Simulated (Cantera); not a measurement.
# Ammonia decomposition in nitride growth gas

A perfectly stirred reactor is fed with 12.7 % NH₃, 87.3 % N₂, at 0.0132 atm; it is held at 2225 K, and followed from long to short residence time.

Model: the gas-phase N/H chemistry of the illustrative SiF4/NH3 mechanism in the Surface Chemkin manual (1991), integrated in Cantera. Walls and surfaces, which speed up NH3 decomposition in real reactors, are not modelled.

| τ (s) | x NH₃ | x NH₂ | x H | x H₂ | x N₂ |
|---|---|---|---|---|---|
| 0.31 | 0.0453 | 0.000544 | 0.000424 | 0.107 | 0.846 |
| 0.16 | 0.0642 | 0.000727 | 0.000309 | 0.0822 | 0.853 |
| 0.087 | 0.0820 | 0.000912 | 0.000219 | 0.0584 | 0.858 |
| 0.047 | 0.0976 | 0.00110 | 0.000148 | 0.0375 | 0.864 |
| 0.025 | 0.110 | 0.00129 | 9.17e-5 | 0.0213 | 0.868 |
| 0.013 | 0.118 | 0.00139 | 4.97e-5 | 0.0103 | 0.870 |
| 0.0071 | 0.122 | 0.00132 | 2.38e-5 | 0.00437 | 0.872 |
| 0.0038 | 0.125 | 0.00100 | 9.58e-6 | 0.00147 | 0.873 |
| 0.0020 | 0.126 | 0.000606 | 4.44e-6 | 0.000468 | 0.873 |
x: mole fraction; the columns are a selection and need not sum to one.
